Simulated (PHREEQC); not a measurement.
Model water analysis in mg/kgw, 9.9 °C, pH 2.97, pe 12.2:

| constituent | mg/kgw |
|---|---|
| Na | 1470 |
| K | 3.11 |
| Ca | 103 |
| Mg | 239 |
| Cl | 288 |
| S(6) as SO4 | 3790 |
| O(0) (dissolved oxygen) | 8.32 |
| Br | 158 |
| Fe(3) | 1.58 |
| Cd | 1.81 |

Valence states are taken as typed.

Model: ion-association model, wateq4f.dat, run in PHREEQC.

Each row changes one thing in this solution. No solid was allowed to form.

```json
[
 {"case": "as made", "ionic strength (mol/kgw)": "0.114", "Na+ (mol/kgw)": "0.0609", "SO4-2 (mol/kgw)": "0.0302", "Mg+2 (mol/kgw)": "0.00587", "MgSO4 (mol/kgw)": "0.00396", "NaSO4- (mol/kgw)": "0.00303", "SI of Gypsum (CaSO4:2H2O)": "-0.61", "SI of Epsomite (MgSO4:7H2O)": "-2.34"},
 {"case": "temperature from 9.9 to 25 °C at the same typed pH", "ionic strength (mol/kgw)": "0.109", "Na+ (mol/kgw)": "0.0608", "SO4-2 (mol/kgw)": "0.0289", "Mg+2 (mol/kgw)": "0.00504", "MgSO4 (mol/kgw)": "0.00479", "NaSO4- (mol/kgw)": "0.00316", "SI of Gypsum (CaSO4:2H2O)": "-0.66", "SI of Epsomite (MgSO4:7H2O)": "-2.54"},
 {"case": "K from 3.11 to 6.22 mg/kgw", "ionic strength (mol/kgw)": "0.114", "Na+ (mol/kgw)": "0.0609", "SO4-2 (mol/kgw)": "0.0302", "Mg+2 (mol/kgw)": "0.00587", "MgSO4 (mol/kgw)": "0.00396", "NaSO4- (mol/kgw)": "0.00303", "SI of Gypsum (CaSO4:2H2O)": "-0.61", "SI of Epsomite (MgSO4:7H2O)": "-2.34"},
 {"case": "all concentrations times 3 at the same typed pH", "ionic strength (mol/kgw)": "0.314", "Na+ (mol/kgw)": "0.175", "SO4-2 (mol/kgw)": "0.0815", "Mg+2 (mol/kgw)": "0.0150", "MgSO4 (mol/kgw)": "?", "NaSO4- (mol/kgw)": "?", "SI of Gypsum (CaSO4:2H2O)": "?", "SI of Epsomite (MgSO4:7H2O)": "-1.77"},
 {"case": "Fe(3) from 1.58 to 0.79 mg/kgw", "ionic strength (mol/kgw)": "0.114", "Na+ (mol/kgw)": "0.0609", "SO4-2 (mol/kgw)": "0.0303", "Mg+2 (mol/kgw)": "0.00587", "MgSO4 (mol/kgw)": "0.00396", "NaSO4- (mol/kgw)": "0.00303", "SI of Gypsum (CaSO4:2H2O)": "-0.61", "SI of Epsomite (MgSO4:7H2O)": "-2.34"}
]
```

Question: Some entries are withheld; supply them.

Answer: 
- all concentrations times 3 at the same typed pH, MgSO4 (mol/kgw): 0.0144
- all concentrations times 3 at the same typed pH, NaSO4- (mol/kgw): 0.0165
- all concentrations times 3 at the same typed pH, SI of Gypsum (CaSO4:2H2O): -0.04

Some of these states are supersaturated (in Hematite (slow to form), Goethite (slow to form), for instance). At this temperature some constants are extrapolated from 25 °C, and those without enthalpy data are left unchanged.
